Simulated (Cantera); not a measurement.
Feed: 1 mol SiC, 0.039 mol N2O, 1.8 mol H2, equilibrated at 1000 K and 1.00 bar.

These are equilibrium values from Cantera (NASA tables, ideal gas, pure condensed phases), not measurements of a reactor. Candidate condensed phases: C, C6H6, C7H8, C8H18, H2O, Si, SiC, SiO2, Si2N2O, Si3N4; 151 gas species. Kinetics and transport are ignored.

Base state: H2 0.955, CH4 0.0453 (mole fractions); condensed: SiC(s) + Si2N2O(s).

### Question
What changes in the equilibrium state with this change: SiC replaced by Si?

### Answer
```
species         before   after
--------------  ------  ------
H2               0.955    1.00
CH4             0.0453       0
SiC(s), mol      0.922       0
Si2N2O(s), mol  0.0390  0.0390
Si(s), mol           0   0.922
```

### Question
What changes in the equilibrium state with this change: 0.17 mol CO2 added?

### Answer
| species | before | after |
|---|---|---|
| H2 | 0.955 | 0.919 |
| CH4 | 0.0453 | 0.0807 |
| SiC(s), mol | 0.922 | 0.752 |
| Si2N2O(s), mol | 0.0390 | 0.0390 |
| C(graphite), mol | 0 | 0.284 |
| SiO2(β-quartz), mol | 0 | 0.170 |

### Question
What changes in the equilibrium state with this change: N2O from 0.039 to 2.7 mol?

### Answer
```json
[
 {"species": "N2", "before": "<1e-9", "after": "0.535"},
 {"species": "H2", "before": "0.955", "after": "0.323"},
 {"species": "CO", "before": "2.60e-9", "after": "0.111"},
 {"species": "H2O", "before": "1.89e-9", "after": "0.0141"},
 {"species": "CH4", "before": "0.0453", "after": "0.00995"},
 {"species": "CO2", "before": "<1e-9", "after": "0.00696"},
 {"species": "NH3", "before": "8.45e-9", "after": "7.81e-5"},
 {"species": "SiC(s), mol", "before": "0.922", "after": "0"},
 {"species": "Si2N2O(s), mol", "before": "0.0390", "after": "0"},
 {"species": "C(graphite), mol", "before": "0", "after": "0.356"},
 {"species": "SiO2(β-quartz), mol", "before": "0", "after": "1.00"}
]
```
